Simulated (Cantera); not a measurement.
## Reactions in the system H-Ni-S

Source: NASA polynomial tables (part measured, part estimated), evaluated in Cantera. Values are per mole of reaction as written; species without (g) are pure solids or liquids, kept so even where they would boil at 1 bar.

H2S(g) + 3 NiS = H2(g) + Ni3S4

```json
[
 {"T (K)": "300", "ΔH° (kJ)": "-17.0", "ΔS° (J/K)": "-47.5", "ΔG° (kJ)": "-2.7", "log10 K": "0.48"},
 {"T (K)": "350", "ΔH° (kJ)": "-16.0", "ΔS° (J/K)": "-44.6", "ΔG° (kJ)": "-0.4", "log10 K": "0.07"},
 {"T (K)": "400", "ΔH° (kJ)": "-15.0", "ΔS° (J/K)": "-41.8", "ΔG° (kJ)": "1.7", "log10 K": "-0.22"},
 {"T (K)": "450", "ΔH° (kJ)": "-13.9", "ΔS° (J/K)": "-39.1", "ΔG° (kJ)": "3.7", "log10 K": "-0.43"},
 {"T (K)": "500", "ΔH° (kJ)": "-12.6", "ΔS° (J/K)": "-36.4", "ΔG° (kJ)": "5.6", "log10 K": "-0.59"},
 {"T (K)": "550", "ΔH° (kJ)": "-11.2", "ΔS° (J/K)": "-33.8", "ΔG° (kJ)": "7.4", "log10 K": "-0.70"},
 {"T (K)": "600", "ΔH° (kJ)": "-9.6", "ΔS° (J/K)": "-31.1", "ΔG° (kJ)": "9.0", "log10 K": "-0.78"}
]
```
